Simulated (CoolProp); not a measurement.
Vapour-liquid equilibrium of dimethyl ether (1) + R236FA (2) at 0.0266 MPa; x and y are mole fractions of (1).

Values from CoolProp's multi-fluid Helmholtz-energy mixture model, Wu 2011 and Pan 2012; pair parameters Bell 2016.

```csv
x,bubble temperature (K),y at the bubble point,dew temperature at overall composition x (K),liquid density (mol/L)
0.05,243.3,[?],243.3,[?]
0.15,242.4,0.210,242.8,10.78
0.25,241.1,0.371,[?],11.30
0.35,239.2,0.535,241.3,11.86
0.45,236.7,[?],240.3,[?]
0.55,233.8,0.808,[?],13.15
0.65,[?],0.894,237.4,[?]
0.75,227.4,0.949,235.3,14.63
0.85,224.7,0.980,232.4,15.44
0.95,222.4,0.996,227.4,16.29
```

Task: Fill in the missing entries.

Result: 
- 0.05, y at the bubble point: 0.065
- 0.05, liquid density (mol/L): 10.29
- 0.25, dew temperature at overall composition x (K): 242.2
- 0.45, y at the bubble point: 0.686
- 0.45, liquid density (mol/L): 12.48
- 0.55, dew temperature at overall composition x (K): 239.0
- 0.65, bubble temperature (K): 230.6
- 0.65, liquid density (mol/L): 13.86

No azeotrope shows between x = 0.05 and 0.95.

The pair parameters rest on a limited set of measurements; away from them the model extrapolates.
